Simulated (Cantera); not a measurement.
## Equilibrium for chemical vapour transport: Si + H2O + H2 + HCl

Input: 1 mol Si, 0.25 mol H2O, 1.7 mol H2, 0.055 mol HCl, held at 1598 K and 17000 Pa.

These are equilibrium values from Cantera (NASA tables, ideal gas, pure condensed phases), not measurements of a reactor. Candidate condensed phases: H2O, Si, SiO2; 30 gas species. Mutual solubility and eutectic melting of coexisting phases are not modelled. The tables' values for SiCl3 are old estimates; treat these amounts as uncertain. The tables hold silica as quartz up to 1696 K and as liquid above; real silica turns to tridymite and cristobalite and melts near 1996 K. Rates play no part.

The x(H2) is 0.959, the x(HCl) comes out as 0.0231 and the x(SiO) comes out as 0.0162. The x(SiCl2) comes out as 0.00191 and the x(H) is 0.000126. The x(SiCl3) comes out as 2.56e-5 and the x(H2O) is 8.48e-6. The x(SiHCl3) is 5.06e-6. The x(SiH2Cl2) is 5.04e-6 and the n(Si(s)) comes out as 0.855 mol. The n(SiO2(β-quartz)) is 0.108 mol and the gas amount is 2.038 mol.
